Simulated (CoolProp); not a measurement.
Vapour-liquid equilibrium of R134a (1) + R245fa (2) at 0.00756 MPa; x and y are mole fractions of (1).

Model: multi-fluid Helmholtz-energy mixture model, Tillner-Roth 1994 and Akasaka 2015; pair parameters Akasaka 2014, in CoolProp.

```
x      bubble temperature (°C)  y at the bubble point  dew temperature at overall composition x (°C)  liquid density (mol/L)
-----  -----------------------  ---------------------  ---------------------------------------------  ----------------------
0.05                     -41.2                  0.322                                          -36.8                   11.35
0.125                    -47.1                  0.584                                          -37.9                   11.64
0.2                      -51.5                  0.724                                          -39.1                   11.91
0.275                    -54.9                  0.807                                          -40.4                   12.17
0.35                     -57.7                  0.861                                          -41.8                   12.42
0.425                    -60.0                  0.898                                          -43.3                   12.67
0.5                      -62.0                  0.925                                          -44.9                   12.92
0.575                    -63.7                  0.945                                          -46.8                   13.17
0.65                     -65.3                  0.960                                          -49.0                   13.42
0.725                    -66.7                  0.972                                          -51.5                   13.69
0.8                      -67.9                  0.982                                          -54.5                   13.96
0.875                    -69.0                  0.990                                          -58.5                   14.24
0.95                     -70.1                  0.996                                          -64.2                   14.53
```

No azeotrope shows between x = 0.05 and 0.95.

Pair parameters are fitted to limited data, so mixtures are less certain than the pure fluids.
